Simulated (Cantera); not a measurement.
A closed system holds: 1 mol Si, 0.63 mol O2, 360 mol H2, at 1477 °C and 0.398 Torr.

Method: chemical equilibrium by Gibbs-energy minimisation in Cantera with the NASA 1993 tables (ideal gas, pure condensed phases). Candidate condensed phases: H2O, Si, SiO2; 18 gas species. Kinetics and transport are ignored.

Base state: H2 0.986, H 0.0100, SiO 0.00276, H2O 0.000716 (mole fractions); condensed: gas only.

What changes in the equilibrium state with this change: temperature from 1477 °C to 1075 °C?


```
species                before     after
-------------------  --------  --------
H2                      0.986     0.998
SiO                   0.00276   0.00206
H                      0.0100  0.000100
H2O                  0.000716   1.16e-5
SiO2(β-quartz), mol         0     0.256
```
The tables hold silica as quartz up to 1696 K and as liquid above; real silica turns to tridymite and cristobalite and melts near 1996 K.
